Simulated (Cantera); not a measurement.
What does this Cantera script print?

```python
import numpy as np
import cantera as ct

gas_names = [...]  # 77 gases of nasa_gas.yaml made of C, H, Ti
cond_names = """
    C(gr) C6H6(L) C7H8(L) C8H18(L),n-octa Ti(a) Ti(b) Ti(L) TiC(s) TiC(L)
""".split()


# ... load() reads the species with a 1 bar reference pressure and builds the phases ...
atoms = {
    'Ti': {'Ti': 1},
    'C3H8': {'C': 3, 'H': 8},
    'H2': {'H': 2},
}
top_T = {'C(gr)': 4500}  # K; cautious upper limits of use, not melting points


# ... equilibrate(T, P, feed) seeds the gas with the atoms and calls Mixture.equilibrate('TP', solver="vcs", rtol=1e-11, max_steps=5000) ...
results = []
feed = {'Ti': 1, 'C3H8': 0.59, 'H2': 7.8}  # mol
P = 910  # Pa
for T in [1773, 1798, 1823, 1848, 1873, 1898, 1923, 1948, 1973, 1998, 2023, 2048]:
    mix = equilibrate(T, P, feed)
    results.append((T, P, feed, dict(zip(mix.species_names, mix.species_moles))))

top = {s: max(r[3][s] / sum(r[3][g] for g in gas_names) for r in results) for s in gas_names}
cols = sorted((s for s in top if top[s] > 0.0001), key=lambda s: -top[s])[:7]
seen = [c for c in cond_names if any(r[3].get(c, 0) > 1e-12 for r in results)]
print("log10 of partial pressures in bar; condensed amounts in mol")
print(f"{'T/K':>10s}" + "".join(f"{s[:9]:>10s}" for s in cols + seen))
for T, P, feed, n in results:
    ng = sum(n[g] for g in gas_names)
    print(f"{T:10.4g}" + "".join(f"{np.log10(max(n[s] / ng * P / 1e5, 1e-99)):10.3f}" for s in cols)
          + "".join(f"{n.get(c, 0):10.4g}" for c in seen))
```

Output:

```
log10 of partial pressures in bar; condensed amounts in mol
       T/K        H2         H C2H2,acet     C(gr)    TiC(s)
      1773    -2.042    -4.567    -5.896    0.7671         1
      1798    -2.043    -4.475    -5.806    0.7664         1
      1823    -2.043    -4.385    -5.718    0.7656         1
      1848    -2.043    -4.297    -5.633    0.7647         1
      1873    -2.044    -4.212    -5.550    0.7636         1
      1898    -2.045    -4.129    -5.469    0.7623         1
      1923    -2.045    -4.049    -5.391    0.7608         1
      1948    -2.046    -3.970    -5.315    0.7591         1
      1973    -2.047    -3.894    -5.241     0.757         1
      1998    -2.049    -3.819    -5.169    0.7547         1
      2023    -2.050    -3.746    -5.099     0.752         1
      2048    -2.052    -3.676    -5.031    0.7489         1
```

Method: chemical equilibrium by Gibbs-energy minimisation in Cantera with the NASA 1993 tables (ideal gas, pure condensed phases). TiC: taken at fixed stoichiometry.
